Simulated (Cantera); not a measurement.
# Fe3O4 + C + H2 + CO (carbothermic reduction)

Feed: 1 mol Fe3O4, 0.95 mol C, a varied amount of H2, 19 mol CO, held at 825 Torr.

These are equilibrium values from Cantera (NASA tables, ideal gas, pure condensed phases), not measurements of a reactor. Candidate condensed phases: C, C6H6, C7H8, C8H18, Fe, Fe(CO)5, FeO, Fe(OH)2, Fe(OH)3, Fe2O3, Fe3O4, H2O; 114 gas species. Each liquid is taken as pure. Mutual solubility and eutectic melting of coexisting phases are not modelled. The tables' stoichiometric FeO is somewhat more stable than real wüstite, so its field is too wide. FeO: taken at fixed stoichiometry. The numbers say what is thermodynamically allowed, not how fast it happens.

Stable condensed phases:

```
T in K \ n(H2) in mol
          0.2 0.28 0.38 0.53 0.73    1  1.4  1.9  2.6  3.6    5  6.9  9.6
   2198     A    A    A    A    A    A    A    A    A    A    B    B    B
   2123     A    A    A    A    A    A    A    A    A    A    B    B    B
   2048     A    A    A    A    A    A    A    A    A    A    B    B    B
   1973     A    A    A    A    A    A    A    A    A    A    B    B    B
   1898     A    A    A    A    A    A    A    A    A    B    B    B    B
   1823     A    A    A    A    A    A    A    A    A    B    B    B    B
   1748     A    A    A    A    A    A    A    A    B    B    B    B    B
   1673     A    A    A    A    A    A    A    B    B    B    B    B    B
   1598     A    A    A    A    A    A    B    B    B    B    B    B    B
   1523     A    A    A    A    A    A    B    B    B    B    B    B    B
   1448     A    A    A    A    B    B    B    B    B    B    B    B    B
   1373     A    B    B    B    B    B    B    B    B    B    B    B    B
```

A: Fe + FeO; B: Fe.
